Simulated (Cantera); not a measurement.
A freely propagating, adiabatic, planar premixed flame of 13.8 % CH₄, 1.51 % H₂, 21.7 % O₂, 63.0 % N₂, equivalence ratio 1.3, unburnt at 350 K and 270000 Pa; mixture-averaged transport, grid criteria slope 0.08 and curve 0.16, no radiation.

Computed with Cantera and GRI-Mech 3.0 (53 species, 325 reactions). Burning velocities carry a grid error of a few per cent, more on coarse grids.

x: mole fraction of selected species; z is measured from the peak of heat release.

```
z (mm)   T (K)  u (m/s)       x CH₄    x H₂        x O₂      x H₂O₂       x HCN     x H₂O
-------  -----  -------  ----------  ------  ----------  ----------  ----------  --------
-0.520     350    0.442       0.137  0.0163       0.217     1.22e-8       <1e-8   2.12e-5
-0.346     353    0.447       0.137  0.0191       0.216     2.58e-7       <1e-8  0.000364
-0.260     366    0.465       0.135  0.0231       0.215     1.42e-6     2.51e-8   0.00183
-0.173     487    0.626       0.127  0.0319       0.206     1.32e-5     5.32e-7    0.0160
-0.0866   1077     1.42      0.0845  0.0446       0.153     3.88e-5     6.38e-6    0.0836
-0.0433   1558     2.08      0.0462  0.0508      0.0995     1.23e-5     1.46e-5     0.139
0         1973     2.66      0.0125  0.0535      0.0439     3.07e-6     2.83e-5     0.189
0.0433    2164     2.93  (withheld)  0.0514  (withheld)  (withheld)  (withheld)     0.212
0.0866    2219     2.99    0.000158  0.0498     0.00434     2.39e-7     3.01e-5     0.217
0.173     2251     3.03     2.58e-6  0.0500     0.00103     1.28e-7     1.26e-5     0.218
0.346     2279     3.06       <1e-8  0.0506    0.000491     8.51e-8     2.80e-6     0.219
0.693     2305     3.09       <1e-8  0.0507    0.000246     4.99e-8     3.82e-7     0.221
1.39      2323     3.11       <1e-8  0.0508  (withheld)  (withheld)  (withheld)     0.222
```

Q: Fill in the missing entries.

A: 
- 0.0433, x CH₄: 0.00157
- 0.0433, x O₂: 0.0138
- 0.0433, x H₂O₂: 6.77e-7
- 0.0433, x HCN: 3.78e-5
- 1.39, x O₂: 0.000108
- 1.39, x H₂O₂: 2.52e-8
- 1.39, x HCN: 3.81e-8
